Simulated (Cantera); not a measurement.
# Transport properties of process gases

Gas mixture: 56.9 % CO2, 43.1 % C2H6, at 0.000533 atm, frozen composition.

Cantera's kinetic-theory transport with the Lennard-Jones parameters of GRI-Mech 3.0, ideal gas; thermal conductivity in the multicomponent form. The composition is frozen, though it would react at the higher temperatures.

| T (K) | ρ (kg/m³) | cp (J/kg/K) | μ (µPa s) | λ (mW/m/K) | Pr | D (cm²/s) NO | D (cm²/s) CH3 | D (cm²/s) C2H2 |
|---|---|---|---|---|---|---|---|---|
| 400 | 0.000617 | 1357 | 16.5 | 29.5 | 0.759 | 477 | 533 | 387 |
| 650 | 0.000380 | 1800 | 24.8 | 58.9 | 0.759 | 1120 | 1270 | 938 |
| 900 | 0.000274 | 2102 | 31.8 | 88.2 | 0.758 | 1950 | 2230 | 1660 |
| 1150 | 0.000215 | 2326 | 37.9 | 117 | 0.757 | 2950 | 3380 | 2530 |
| 1400 | 0.000176 | 2481 | 43.4 | 143 | 0.755 | 4100 | 4710 | 3530 |
| 1650 | 0.000150 | 2593 | 48.5 | 167 | 0.754 | 5390 | 6200 | 4660 |
| 1900 | 0.000130 | 2672 | 53.3 | 189 | 0.752 | 6820 | 7850 | 5900 |
| 2150 | 0.000115 | 2730 | 57.8 | 210 | 0.751 | 8380 | 9640 | 7250 |
D: mixture-averaged diffusion coefficient of that species in the mixture.
